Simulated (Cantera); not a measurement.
Cantera run, input and output.

```python
import numpy as np
import cantera as ct

gas = ct.Solution("gri30.yaml")
gas.TPX = 400, 50000, {'C3H8': 1, 'O2': 4.55, 'N2': 17.1, 'H2O': 0.029}
flame = ct.FreeFlame(gas, width=0.065)
flame.set_refine_criteria(ratio=3, slope=0.08, curve=0.16)
flame.transport_model = "mixture-averaged"
flame.solve(loglevel=0, auto=True)
z, T = flame.grid, flame.T
thick = (T[-1] - T[0]) / np.gradient(T, z).max()
show = ['C3H8', 'O2', 'NO', 'C2H6', 'CH2', 'CH3']
print(f"laminar burning velocity  {flame.velocity[0] * 100:.3f} cm/s")
print(f"burnt temperature         {T[-1]:.1f} K")
print(f"thermal thickness         {thick * 1e3:.4f} mm")
print(f"grid points               {len(z)}")
z0 = z[flame.heat_release_rate.argmax()]
print(f"{'z/mm':>9s}{'T/K':>9s}{'u/(m/s)':>9s}" + "".join(f"{s:>11s}" for s in show))
rows = []
for k in (-3, -2, -1.5, -1, -0.5, -0.25, 0, 0.25, 0.5, 1, 2, 4, 8):
    zz = z0 + k * thick
    rows.append([k * thick, np.interp(zz, z, T), np.interp(zz, z, flame.velocity),
                 *(np.interp(zz, z, flame.X[gas.species_index(s)]) for s in show)])
    print(f"{rows[-1][0] * 1e3:9.3f}{rows[-1][1]:9.1f}{rows[-1][2]:9.3f}" + "".join(f"{x:11.3e}" for x in rows[-1][3:]))
```

It prints:

```
laminar burning velocity  90.764 cm/s
burnt temperature         2300.8 K
thermal thickness         0.5452 mm
grid points               156
     z/mm      T/K  u/(m/s)       C3H8         O2         NO       C2H6        CH2        CH3
   -1.635    400.0    0.908  4.406e-02  2.005e-01  6.797e-11  1.006e-08  6.613e-21  1.159e-09
   -1.090    400.6    0.911  4.400e-02  2.001e-01  1.073e-09  2.519e-07  1.690e-17  1.602e-08
   -0.818    404.5    0.923  4.388e-02  1.992e-01  8.731e-09  3.279e-06  1.967e-14  1.258e-07
   -0.545    440.6    1.013  4.342e-02  1.952e-01  9.119e-08  5.338e-05  2.775e-11  2.170e-06
   -0.273    804.4    1.906  3.427e-02  1.615e-01  1.484e-06  1.275e-03  2.345e-07  3.547e-04
   -0.136   1242.1    3.048  1.346e-02  1.165e-01  3.920e-06  1.858e-03  1.224e-05  2.493e-03
    0.000   1657.0    4.172  5.774e-04  6.661e-02  8.489e-06  2.443e-04  7.417e-05  2.153e-03
    0.136   1845.4    4.666  1.034e-06  3.656e-02  1.518e-05  2.255e-06  3.845e-05  3.024e-04
    0.273   1895.0    4.778  2.564e-10  2.403e-02  2.046e-05  4.645e-09  3.852e-06  2.200e-05
    0.545   1931.2    4.839  9.283e-17  1.689e-02  2.525e-05  7.513e-14  1.177e-08  8.481e-08
    1.090   1973.6    4.919  3.875e-23  1.405e-02  2.951e-05  2.322e-18  4.241e-12  3.851e-11
    2.181   2028.2    5.036  1.151e-30  1.220e-02  3.609e-05  5.509e-24  7.348e-16  5.293e-15
    4.361   2096.2    5.181 -1.154e-39  1.004e-02  4.769e-05  4.534e-29  4.987e-16  2.819e-15
```

Model: GRI-Mech 3.0 (53 species, 325 reactions), integrated in Cantera. GRI-Mech 3.0 was tuned for natural gas; its chemistry of propane as a main component is partial and can be far from experiment. Burning velocities carry a grid error of a few per cent, more on coarse grids.
